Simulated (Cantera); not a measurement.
Mixture: H2 : O2 : N2 = 1 : 0.385 : 1.45 (molar parts), at 15.8 atm, adiabatic and at constant pressure. Ignition delay is the time to a rise of 400 K.

Detailed kinetics in Cantera: GRI-Mech 3.0 (53 species, 325 reactions). The hydrogen kinetics of GRI-Mech 3.0 are dated; newer H2 mechanisms differ, most at raised pressure. The pressure lies above the range GRI-Mech 3.0 was tuned for (to about 10 atm). Where the delays flatten at high temperature, the 400 K rule measures the pace of heat release, not the induction time.

Task: Predict: delay at 1298 K; delay at 1348 K; delay at 1398 K; delay at 1448 K; delay at 1498 K; delay at 1548 K; apparent activation energy between 1448 and 1548 K.

Result: delay at 1298 K: 9.48 µs
delay at 1348 K: 3.40 µs
delay at 1398 K: 1.95 µs
delay at 1448 K: 1.36 µs
delay at 1498 K: 1.04 µs
delay at 1548 K: 0.830 µs
apparent activation energy between 1448 and 1548 K: 92 kJ/mol
